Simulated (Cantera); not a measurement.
Feed: 1 mol PbO, 0.3 mol N2, 0.037 mol O2, equilibrated at 1000 Pa.

Method: chemical equilibrium by Gibbs-energy minimisation in Cantera with the NASA 1993 tables (ideal gas, pure condensed phases). Candidate condensed phases: Pb, PbO, PbO2, Pb3O4; 12 gas species. Gases not in the tables: (PbO)n polymers. Equilibrium is a limit: real reactors are often held back by kinetics, nucleation or transport.

### Question
At 1000 °C, list the 5 most abundant gas species with their mole fractions, and the condensed phases.

### Answer
N2 0.864, O2 0.107, PbO 0.0280, Pb 0.000695, NO 0.000247. Condensed: PbO(l).
